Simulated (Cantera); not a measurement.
What does this Cantera script print?

```python
import numpy as np
import cantera as ct

gas_names = [...]  # 110 gases of nasa_gas.yaml made of C, F, H
cond_names = """
    C(gr) C6H6(L) C7H8(L) C8H18(L),n-octa
""".split()


# ... load() reads the species with a 1 bar reference pressure and builds the phases ...
atoms = {
    'CH2F2': {'C': 1, 'H': 2, 'F': 2},
    'F2': {'F': 2},
}
top_T = {'C(gr)': 4500}  # K; cautious upper limits of use, not melting points


# ... equilibrate(T, P, feed) seeds the gas with the atoms and calls Mixture.equilibrate('TP', solver="vcs", rtol=1e-11, max_steps=5000) ...
results = []
feed = {'CH2F2': 1, 'F2': 0.014}  # mol
P = 1800  # Pa
for T in [3000, 3250, 3500, 3750, 4000, 4250, 4500, 4750, 5000]:
    mix = equilibrate(T, P, feed)
    results.append((T, P, feed, dict(zip(mix.species_names, mix.species_moles))))
    x = sorted(zip(gas.X, gas.species_names), reverse=True)
    print(f"T = {T:g} K  P = {P:g} Pa  gas = {mix.phase_moles(0):.4g} mol")
    print("   x: " + "  ".join(f"{s} {v:.3e}" for v, s in x if v > 1e-05))
    print("   condensed (mol): " + ("  ".join(f"{mix.phase(i).name} {mix.phase_moles(i):.4g}"
          for i in range(1, mix.n_phases) if mix.phase_moles(i) > 1e-12) or "none"))
```

Result:

```
T = 3000 K  P = 1800 Pa  gas = 2.264 mol
   x: HF 7.957e-01  F 8.804e-02  H 7.749e-02  C3 1.733e-02  CF 1.019e-02  H2 4.335e-03  C 2.816e-03  C2 1.761e-03  CF2 8.436e-04  C2H 8.284e-04  C5 3.172e-04  C2H2,acetylene 2.696e-04  C4 5.857e-05  C2HF 3.361e-05  CH 1.117e-05
   condensed (mol): C(gr) 0.8336
T = 3250 K  P = 1800 Pa  gas = 2.879 mol
   x: HF 5.140e-01  H 1.673e-01  F 1.655e-01  C3 8.737e-02  CF 2.333e-02  C 1.912e-02  C2 1.231e-02  H2 4.886e-03  C2H 2.778e-03  C5 1.844e-03  CF2 7.218e-04  C4 4.338e-04  C2H2,acetylene 3.400e-04  CH 5.509e-05  C2HF 4.200e-05
   condensed (mol): none
T = 3500 K  P = 1800 Pa  gas = 3.455 mol
   x: HF 2.901e-01  H 2.786e-01  F 2.718e-01  C3 5.530e-02  C 5.349e-02  CF 2.451e-02  C2 1.911e-02  H2 4.006e-03  C2H 1.979e-03  C5 3.889e-04  CF2 3.116e-04  C4 2.085e-04  CH 1.009e-04  C2H2,acetylene 9.036e-05  C2HF 1.228e-05
   condensed (mol): none
T = 3750 K  P = 1800 Pa  gas = 4.158 mol
   x: H 3.550e-01  F 3.489e-01  HF 1.205e-01  C 1.110e-01  C3 2.283e-02  C2 2.022e-02  CF 1.812e-02  H2 2.257e-03  C2H 8.732e-04  CH 1.186e-04  CF2 8.904e-05  C4 5.807e-05  C5 4.498e-05  C2H2,acetylene 1.392e-05
   condensed (mol): none
T = 4000 K  P = 1800 Pa  gas = 4.67 mol
   x: H 3.831e-01  F 3.819e-01  C 1.635e-01  HF 4.280e-02  C2 1.285e-02  CF 9.503e-03  C3 4.948e-03  H2 1.040e-03  C2H 2.253e-04  CH 9.286e-05  CF2 1.788e-05  Electron 1.517e-05  CF+ 1.401e-05
   condensed (mol): none
T = 4250 K  P = 1800 Pa  gas = 4.894 mol
   x: F 3.946e-01  H 3.920e-01  C 1.866e-01  HF 1.564e-02  C2 5.662e-03  CF 4.152e-03  C3 6.841e-04  H2 4.797e-04  CH 5.803e-05  C2H 4.289e-05  Electron 2.726e-05  CF+ 1.905e-05
   condensed (mol): none
T = 4500 K  P = 1800 Pa  gas = 4.974 mol
   x: F 3.997e-01  H 3.953e-01  C 1.942e-01  HF 6.208e-03  C2 2.336e-03  CF 1.806e-03  H2 2.353e-04  C3 9.315e-05  Electron 5.088e-05  CH 3.491e-05  C+ 3.047e-05  CF+ 2.066e-05
   condensed (mol): none
T = 4750 K  P = 1800 Pa  gas = 5.005 mol
   x: F 4.017e-01  H 3.967e-01  C 1.968e-01  HF 2.683e-03  C2 1.011e-03  CF 8.325e-04  H2 1.233e-04  Electron 1.010e-04  C+ 8.179e-05  CH 2.157e-05  CF+ 1.914e-05  C3 1.465e-05
   condensed (mol): none
T = 5000 K  P = 1800 Pa  gas = 5.018 mol
   x: F 4.025e-01  H 3.972e-01  C 1.977e-01  HF 1.254e-03  C2 4.691e-04  CF 4.100e-04  Electron 2.017e-04  C+ 1.844e-04  H2 6.864e-05  CF+ 1.649e-05  CH 1.386e-05
   condensed (mol): none
```

Equilibrium computed with Cantera from the NASA thermochemical tables; the gas is ideal and each condensed phase is pure.
